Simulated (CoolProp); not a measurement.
1-butene at several states: fugacity coefficient from the reference equation and from simpler models built on Tc = 146.1 °C, pc = 4.006 MPa, ω = 0.192; each cubic takes its own stable root.

The numbers come from the reference Helmholtz-energy equation of state, Lemmon 2005 in CoolProp. It is a short technical equation, of lower accuracy than the large ones.

```json
[
 {"T (°C)": "143.25", "p (MPa)": "0.337", "phase": "gas", "reference": "___", "Redlich-Kwong": "0.9709", "Soave-Redlich-Kwong": "0.9708", "Peng-Robinson": "0.9677"},
 {"T (°C)": "-23.85", "p (MPa)": "10.5", "phase": "liquid", "reference": "0.006937", "Redlich-Kwong": "___", "Soave-Redlich-Kwong": "___", "Peng-Robinson": "0.006898"},
 {"T (°C)": "-174.85", "p (MPa)": "0.288", "phase": "liquid", "reference": "1.952e-10", "Redlich-Kwong": "6.684e-11", "Soave-Redlich-Kwong": "___", "Peng-Robinson": "5.877e-10"},
 {"T (°C)": "-134.75", "p (MPa)": "21.5", "phase": "liquid", "reference": "3.534e-7", "Redlich-Kwong": "5.869e-7", "Soave-Redlich-Kwong": "4.448e-7", "Peng-Robinson": "5.162e-7"},
 {"T (°C)": "-114.45", "p (MPa)": "1.93", "phase": "liquid", "reference": "2.465e-5", "Redlich-Kwong": "4.209e-5", "Soave-Redlich-Kwong": "2.535e-5", "Peng-Robinson": "3.084e-5"},
 {"T (°C)": "245.75", "p (MPa)": "5.73", "phase": "supercritical", "reference": "0.7752", "Redlich-Kwong": "___", "Soave-Redlich-Kwong": "0.7902", "Peng-Robinson": "___"}
]
```

Question: Some entries are withheld; supply them.

Answer: 
- 143.25, reference: 0.9703
- -23.85, Redlich-Kwong: 0.01109
- -23.85, Soave-Redlich-Kwong: 0.007113
- -174.85, Soave-Redlich-Kwong: 2.940e-10
- 245.75, Redlich-Kwong: 0.7646
- 245.75, Peng-Robinson: 0.7605
